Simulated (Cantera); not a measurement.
Input: 1 mol CH₃F, 0.047 mol CH₄, 0.13 mol H₂, at 3125 °C and 0.100 bar.

Equilibrium computed with Cantera from the NASA thermochemical tables; the gas is ideal and each condensed phase is pure. Equilibrium is a limit: real reactors are often held back by kinetics, nucleation or transport.

```tsv
species	before	after
HF	0.276	0.398
H₂	0.107	0.362
H	0.481	0.219
C₃	0.0678	0.00103
C	0.0115	0.000189
F	0.0145	0.00123
C₂H	0.0152	0.00149
C₂H₂ (acetylene)	0.0119	0.0167
C₄	0.000507	2.60e-6
C₅	0.00233	1.38e-5
C₂	0.00924	0.000103
CF	0.00279	0.000115
CH	0.000300	1.92e-5
CF₂	1.81e-5	1.53e-6
C(graphite), mol	0	0.943
```
Gas species are given as mole fractions.

Q: What was changed between the two runs?
A. temperature from 3125 °C to 2627 °C
B. temperature from 3125 °C to 1600 °C
C. H₂ from 0.13 to 4.5 mol
D. temperature from 3125 °C to 1302 °C

A: A, temperature from 3125 °C to 2627 °C
